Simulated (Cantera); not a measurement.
## Pyrogenic steam for wet oxidation

An isothermal, constant-pressure homogeneous reactor starts with H2 : O2 : N2 = 0.35 : 1 : 4 (molar parts), at 925 K and 100.0 Torr.

Cantera simulation using the H2/O2 subset of GRI-Mech 3.0, which has no nitrogen chemistry; the numbers are that mechanism's predictions, not measurements. Radical loss at walls, strong at low pressure, is not modelled. Below about 950 K walls govern HO2 and H2O2 in real vessels. The temperature is held fixed by assumption; the heat of reaction is taken as removed at once.

```csv
t (s),x H2,x O2,x OH,x H2O2,x H2O
8.00e-6,0.0654,0.187,<1e-12,<1e-12,<1e-12
2.43e-5,0.0654,0.187,<1e-12,<1e-12,<1e-12
7.40e-5,0.0654,0.187,<1e-12,<1e-12,2.75e-12
0.000225,0.0654,0.187,5.12e-12,<1e-12,4.70e-11
0.000684,0.0654,0.187,1.81e-10,<1e-12,2.74e-9
0.00208,0.0653,0.187,5.51e-6,2.27e-8,8.06e-5
0.00632,0.00261,0.160,0.000134,1.17e-6,0.0648
0.0192,0.000724,0.160,2.87e-5,8.53e-7,0.0669
0.0585,0.000214,0.160,1.11e-5,5.41e-7,0.0674
0.178,4.61e-5,0.159,5.17e-6,1.85e-7,0.0676
0.541,5.14e-6,0.159,2.50e-6,3.17e-8,0.0676
1.64,2.67e-7,0.159,1.06e-6,7.22e-9,0.0676
5.00,6.49e-9,0.159,4.71e-7,1.81e-9,0.0676
```
x: mole fraction; the columns are a selection and need not sum to one.

Equilibrium at this temperature and pressure: H2 3.65e-12, O2 0.159, OH 3.01e-8, H2O2 9.85e-12, H2O 0.0676 (gas phase only).
